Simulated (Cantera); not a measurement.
## SiH₂Cl₂ + N₂ (silicon nitride deposition)

Input: 1 mol SiH₂Cl₂, a varied amount of N₂, at 1298.15 K and 7.50 Torr.

These are equilibrium values from Cantera (NASA tables, ideal gas, pure condensed phases), not measurements of a reactor. Candidate condensed phases: NH₄Cl, Si, Si₃N₄; 28 gas species. N₂ is the only nitrogen source here; it is nearly inert below about 1500 K, so the nitride shown seldom forms there in practice. The tables' values for SiCl₃ are old estimates; treat these amounts as uncertain. The numbers say what is thermodynamically allowed, not how fast it happens.

```json
[
 {"n(N₂) (mol)": "0.68", "log p N₂": "-2.99", "log p HCl": "-2.30", "log p H₂": "-2.59", "log p SiCl₄": "-2.96", "log p SiCl₃": "-3.78", "log p SiCl₂": "-3.82", "n Si₃N₄(s)": "0.240"},
 {"n(N₂) (mol)": "0.99", "log p N₂": "-2.67", "log p HCl": "-2.33", "log p H₂": "-2.69", "log p SiCl₄": "-3.06", "log p SiCl₃": "-3.91", "log p SiCl₂": "-3.98", "n Si₃N₄(s)": "0.249"},
 {"n(N₂) (mol)": "1.4", "log p N₂": "-2.48", "log p HCl": "-2.37", "log p H₂": "-2.80", "log p SiCl₄": "-3.17", "log p SiCl₃": "-4.02", "log p SiCl₂": "-4.09", "n Si₃N₄(s)": "0.255"},
 {"n(N₂) (mol)": "2.1", "log p N₂": "-2.33", "log p HCl": "-2.45", "log p H₂": "-2.93", "log p SiCl₄": "-3.30", "log p SiCl₃": "-4.14", "log p SiCl₂": "-4.21", "n Si₃N₄(s)": "0.261"},
 {"n(N₂) (mol)": "3", "log p N₂": "-2.24", "log p HCl": "-2.54", "log p H₂": "-3.06", "log p SiCl₄": "-3.44", "log p SiCl₃": "-4.26", "log p SiCl₂": "-4.31", "n Si₃N₄(s)": "0.265"},
 {"n(N₂) (mol)": "4.4", "log p N₂": "-2.17", "log p HCl": "-2.64", "log p H₂": "-3.22", "log p SiCl₄": "-3.60", "log p SiCl₃": "-4.39", "log p SiCl₂": "-4.41", "n Si₃N₄(s)": "0.270"},
 {"n(N₂) (mol)": "6.5", "log p N₂": "-2.12", "log p HCl": "-2.76", "log p H₂": "-3.38", "log p SiCl₄": "-3.77", "log p SiCl₃": "-4.53", "log p SiCl₂": "-4.52", "n Si₃N₄(s)": "0.274"},
 {"n(N₂) (mol)": "9.4", "log p N₂": "-2.08", "log p HCl": "-2.88", "log p H₂": "-3.55", "log p SiCl₄": "-3.95", "log p SiCl₃": "-4.67", "log p SiCl₂": "-4.62", "n Si₃N₄(s)": "0.277"},
 {"n(N₂) (mol)": "14", "log p N₂": "-2.06", "log p HCl": "-3.03", "log p H₂": "-3.74", "log p SiCl₄": "-4.16", "log p SiCl₃": "-4.83", "log p SiCl₂": "-4.73", "n Si₃N₄(s)": "0.280"},
 {"n(N₂) (mol)": "20", "log p N₂": "-2.04", "log p HCl": "-3.16", "log p H₂": "-3.92", "log p SiCl₄": "-4.35", "log p SiCl₃": "-4.98", "log p SiCl₂": "-4.83", "n Si₃N₄(s)": "0.283"},
 {"n(N₂) (mol)": "29", "log p N₂": "-2.03", "log p HCl": "-3.30", "log p H₂": "-4.10", "log p SiCl₄": "-4.55", "log p SiCl₃": "-5.13", "log p SiCl₂": "-4.94", "n Si₃N₄(s)": "0.286"},
 {"n(N₂) (mol)": "42", "log p N₂": "-2.02", "log p HCl": "-3.45", "log p H₂": "-4.29", "log p SiCl₄": "-4.76", "log p SiCl₃": "-5.29", "log p SiCl₂": "-5.04", "n Si₃N₄(s)": "0.288"}
]
```
log p: log10 of the partial pressure in bar; n: condensed amount in mol.

From 0.68 mol N₂ to 42 mol N₂ the condensed part is Si₃N₄(s). The main Si-bearing gas is SiCl₄ throughout. The share of Si in condensed phases is highest at 42 mol N₂ (86.4 %) and lowest at 0.68 mol N₂ (71.9 %).
